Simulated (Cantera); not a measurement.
**Adiabatic ignition**

An adiabatic, constant-pressure homogeneous reactor starts with 2.18 % CH4, 0.392 % C2H6, 2.39 % C3H8, 18.2 % O2, 68.5 % N2, 8.27 % H2O, at 1225 K and 1.00 bar.

Model: GRI-Mech 3.0 (53 species, 325 reactions), integrated in Cantera. GRI-Mech 3.0 was tuned for natural gas; its chemistry of propane as a main component is partial and can be far from experiment.

```json
[
 {"t (s)": "5.00e-6", "T (K)": "1225", "x CH4": "0.0218", "x C2H6": "0.00392", "x C3H8": "0.0239", "x HO2": "5.65e-7", "x C2H": "<1e-12", "x OH": "9.37e-9"},
 {"t (s)": "1.13e-5", "T (K)": "1225", "x CH4": "0.0218", "x C2H6": "0.00392", "x C3H8": "0.0239", "x HO2": "1.73e-6", "x C2H": "<1e-12", "x OH": "1.43e-8"},
 {"t (s)": "2.55e-5", "T (K)": "1225", "x CH4": "0.0218", "x C2H6": "0.00392", "x C3H8": "0.0239", "x HO2": "4.41e-6", "x C2H": "<1e-12", "x OH": "2.52e-8"},
 {"t (s)": "5.74e-5", "T (K)": "1225", "x CH4": "0.0218", "x C2H6": "0.00391", "x C3H8": "0.0239", "x HO2": "9.74e-6", "x C2H": "<1e-12", "x OH": "6.77e-8"},
 {"t (s)": "0.000130", "T (K)": "1225", "x CH4": "0.0218", "x C2H6": "0.00391", "x C3H8": "0.0239", "x HO2": "1.58e-5", "x C2H": "<1e-12", "x OH": "2.03e-7"},
 {"t (s)": "0.000292", "T (K)": "1225", "x CH4": "0.0218", "x C2H6": "0.00392", "x C3H8": "0.0236", "x HO2": "1.50e-5", "x C2H": "<1e-12", "x OH": "3.17e-7"},
 {"t (s)": "0.000660", "T (K)": "1225", "x CH4": "0.0218", "x C2H6": "0.00397", "x C3H8": "0.0231", "x HO2": "1.66e-5", "x C2H": "<1e-12", "x OH": "3.62e-7"},
 {"t (s)": "0.00149", "T (K)": "1227", "x CH4": "0.0219", "x C2H6": "0.00405", "x C3H8": "0.0216", "x HO2": "2.37e-5", "x C2H": "<1e-12", "x OH": "5.36e-7"},
 {"t (s)": "0.00336", "T (K)": "1268", "x CH4": "0.0211", "x C2H6": "0.00365", "x C3H8": "0.0122", "x HO2": "0.000181", "x C2H": "3.62e-11", "x OH": "1.07e-5"},
 {"t (s)": "0.00758", "T (K)": "2562", "x CH4": "<1e-12", "x C2H6": "<1e-12", "x C3H8": "<1e-12", "x HO2": "3.90e-6", "x C2H": "<1e-12", "x OH": "0.0136"},
 {"t (s)": "0.0171", "T (K)": "2557", "x CH4": "<1e-12", "x C2H6": "<1e-12", "x C3H8": "<1e-12", "x HO2": "3.66e-6", "x C2H": "<1e-12", "x OH": "0.0132"},
 {"t (s)": "0.0386", "T (K)": "2556", "x CH4": "<1e-12", "x C2H6": "<1e-12", "x C3H8": "<1e-12", "x HO2": "3.60e-6", "x C2H": "<1e-12", "x OH": "0.0131"},
 {"t (s)": "0.0871", "T (K)": "2556", "x CH4": "<1e-12", "x C2H6": "<1e-12", "x C3H8": "<1e-12", "x HO2": "3.60e-6", "x C2H": "<1e-12", "x OH": "0.0131"},
 {"t (s)": "0.196", "T (K)": "2556", "x CH4": "<1e-12", "x C2H6": "<1e-12", "x C3H8": "<1e-12", "x HO2": "3.60e-6", "x C2H": "<1e-12", "x OH": "0.0131"},
 {"t (s)": "0.443", "T (K)": "2556", "x CH4": "<1e-12", "x C2H6": "<1e-12", "x C3H8": "<1e-12", "x HO2": "3.60e-6", "x C2H": "<1e-12", "x OH": "0.0131"},
 {"t (s)": "1.00", "T (K)": "2556", "x CH4": "<1e-12", "x C2H6": "<1e-12", "x C3H8": "<1e-12", "x HO2": "3.60e-6", "x C2H": "<1e-12", "x OH": "0.0131"}
]
```
x: mole fraction; the columns are a selection and need not sum to one.

```yaml
time_of_steepest_temperature_rise: 3.59 ms
temperature at 1.00 s: 2556 K
equilibrium_temperature: 2556 K
x(CH4) at 1.00 s: <1e-12 (gas-phase equilibrium <1e-12)
x(C2H6) at 1.00 s: <1e-12 (gas-phase equilibrium <1e-12)
x(C3H8) at 1.00 s: <1e-12 (gas-phase equilibrium <1e-12)
```
